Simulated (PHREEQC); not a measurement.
PHREEQC input (ion-association model, wateq4f.dat):

```
SOLUTION_MASTER_SPECIES
  An  An-  0  An  62.0  # stands for a non-complexing anion
SOLUTION_SPECIES
  An- = An-
    -log_k 0
    -gamma 3.0 0
PHASES
  Fix_H+
    H+ = H+
    -log_k 0
SOLUTION 1
  temp 25
  units mmol/kgw
  pH 7 charge
  As(5) 0.0075
  Na 10.015
  An 10
END
SELECTED_OUTPUT 1
  -reset false
  -pH true
  -pe true
  -ionic_strength true
  -water true
  -totals As Na As(3) As(5)
  -molalities Hfo_wOH Hfo_wOH2+ Hfo_wO- Hfo_sOH Hfo_sOH2+ Hfo_sO- Hfo_wH2AsO4 Hfo_wHAsO4- Hfo_wOHAsO4-3
USER_PUNCH 1
  -headings sigma psi
  10 PUNCH EDL("sigma", "Hfo"), EDL("psi", "Hfo")
PRINT
  -reset false
USE solution 1
SURFACE 1
  Hfo_wOH 0.00292135 600 1.3
  Hfo_sOH 7.30337e-05
EQUILIBRIUM_PHASES 1
  Fix_H+ -4 HAn 10
    -force_equality true
  O2(g) -0.68 10
END
# ... the last block is repeated for the other 16 points of pH, with NaOH or the acid as the point needs
```

Selected output (columns that matter, 17 of 17 rows; pH added in front):

```
pH	mu	As	Na	m_Hfo_wOH	m_Hfo_wOH2+	m_Hfo_wO-	m_Hfo_sOH	m_Hfo_sOH2+	m_Hfo_sO-	m_Hfo_wH2AsO4	m_Hfo_wHAsO4-	m_Hfo_wOHAsO4-3	sigma	psi
4	0.01101	1.1764e-12	0.010015	0.0011422	0.0017547	1.7032e-05	2.8627e-05	4.3979e-05	4.2689e-07	3.5776e-07	5.7165e-06	1.4257e-06	0.21911	0.18359
4.5	0.010704	1.1018e-12	0.010015	0.0015416	0.0013314	4.0891e-05	3.8639e-05	3.337e-05	1.0249e-06	1.4464e-07	4.1111e-06	3.2443e-06	0.16193	0.16881
5	0.010486	1.0923e-12	0.010015	0.0018421	0.00099346	7.8252e-05	4.6172e-05	2.49e-05	1.9613e-06	5.4097e-08	2.4623e-06	4.9836e-06	0.1139	0.15133
5.5	0.010328	1.2367e-12	0.010015	0.0020368	0.00075037	0.00012666	5.1052e-05	1.8807e-05	3.1746e-06	2.1031e-08	1.4013e-06	6.0777e-06	0.076664	0.13154
6	0.010215	1.7749e-12	0.010015	0.0021462	0.00058836	0.00017934	5.3792e-05	1.4747e-05	4.495e-06	9.4717e-09	8.4809e-07	6.6424e-06	0.049298	0.10956
6.5	0.010137	3.5435e-12	0.010015	0.0021997	0.00048607	0.00022805	5.5135e-05	1.2183e-05	5.716e-06	5.1678e-09	5.7408e-07	6.9208e-06	0.03008	0.08552
7	0.010084	1.0807e-11	0.010015	0.0022232	0.00042298	0.00026769	5.5723e-05	1.0602e-05	6.7095e-06	3.3661e-09	4.343e-07	7.0623e-06	0.017017	0.059786
7.5	0.010048	5.1648e-11	0.010015	0.0022327	0.00038293	0.00029822	5.5961e-05	9.5979e-06	7.4747e-06	2.4932e-09	3.5683e-07	7.1406e-06	0.0080476	0.032874
8	0.01002	3.3906e-10	0.010015	0.0022362	0.0003543	0.00032333	5.6049e-05	8.8804e-06	8.1041e-06	1.9794e-09	3.0667e-07	7.191e-06	0.0012209	0.0053321
8.5	0.010025	2.5429e-09	0.010046	0.0022365	0.00032862	0.0003487	5.6057e-05	8.2367e-06	8.7399e-06	1.5875e-09	2.652e-07	7.2307e-06	-0.0052619	-0.022309
9	0.010064	1.9027e-08	0.010118	0.0022329	0.00029922	0.00038172	5.5966e-05	7.4998e-06	9.5676e-06	1.2088e-09	2.2143e-07	7.2583e-06	-0.013183	-0.049521
9.5	0.010134	1.2856e-07	0.010233	0.0022203	0.00026109	0.00043255	5.5648e-05	6.5438e-06	1.0841e-05	8.1041e-10	1.6917e-07	7.2014e-06	-0.024436	-0.075742
10	0.01028	6.9837e-07	0.010445	0.0021861	0.000212	0.00051642	5.478e-05	5.3125e-06	1.2941e-05	4.2254e-10	1.0695e-07	6.6942e-06	-0.0411	-0.10037
10.5	0.010625	2.5223e-06	0.010887	0.0021053	0.00015469	0.00065637	5.2722e-05	3.8739e-06	1.6437e-05	1.3542e-10	4.524e-08	4.9322e-06	-0.065454	-0.12282
11	0.011546	5.1675e-06	0.011945	0.0019372	9.7185e-05	0.0008846	4.8468e-05	2.4316e-06	2.2133e-05	2.0295e-11	9.9303e-09	2.3224e-06	-0.10071	-0.14259
11.5	0.014229	6.7791e-06	0.014833	0.0016198	4.7978e-05	0.0012528	4.0505e-05	1.1998e-06	3.1327e-05	1.2946e-12	1.0728e-09	7.1971e-07	-0.15304	-0.15863
12	0.022601	7.2961e-06	0.023514	0.0010726	1.4371e-05	0.0018341	2.6817e-05	3.5929e-07	4.5855e-05	3.3904e-14	6.2118e-11	2.0362e-07	-0.23082	-0.16783
```
